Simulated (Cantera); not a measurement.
A closed system holds: 1 mol SiH₂Cl₂, 0.013 mol Cl₂, 72 mol N₂, at 1075 K and 10.0 Torr.

These are equilibrium values from Cantera (NASA tables, ideal gas, pure condensed phases), not measurements of a reactor. Candidate condensed phases: NH₄Cl, Si, Si₃N₄; 28 gas species. N₂ is the only nitrogen source here; it is nearly inert below about 1500 K, so the nitride shown seldom forms there in practice. The tables' values for SiCl₃ are old estimates; treat these amounts as uncertain. The numbers say what is thermodynamically allowed, not how fast it happens.

Base state: N₂ 0.974, HCl 0.0216, H₂ 0.00284, SiCl₄ 0.00149, SiCl₃ 1.69e-5 (mole fractions); condensed: Si₃N₄(s).

Question: What changes in the equilibrium state with this change: temperature from 1075 K to 1375 K?

Answer: 
```csv
species,before,after
N₂,0.974,0.973
HCl,0.0216,0.0210
H₂,0.00284,0.00311
SiCl₂,3.02e-6,0.00162
SiCl₄,0.00149,0.000510
SiCl₃,1.69e-5,0.000424
"Si₃N₄(s), mol",0.296,0.271
```
